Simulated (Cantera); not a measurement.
An adiabatic, constant-pressure homogeneous reactor starts with CH₄ : C₂H₆ : O₂ : N₂ = 1 : 0.037 : 5.92 : 22.2 (molar parts), equivalence ratio 0.36, at 1400 K and 6.02 atm.

Computed with Cantera and GRI-Mech 3.0 (53 species, 325 reactions).

Q: Predict: time of steepest temperature rise; temperature at 2.00 s; equilibrium temperature; x(O₂) at 2.00 s; x(OH) at 2.00 s; x(CO) at 2.00 s.

A: 
| Property | Result |
|---|---|
| time of steepest temperature rise | 0.288 ms |
| temperature at 2.00 s | 2149 K |
| equilibrium temperature | 2149 K |
| x(O₂) at 2.00 s | 0.125 (gas-phase equilibrium 0.125) |
| x(OH) at 2.00 s | 0.00190 (gas-phase equilibrium 0.00190) |
| x(CO) at 2.00 s | 0.000177 (gas-phase equilibrium 0.000177) |
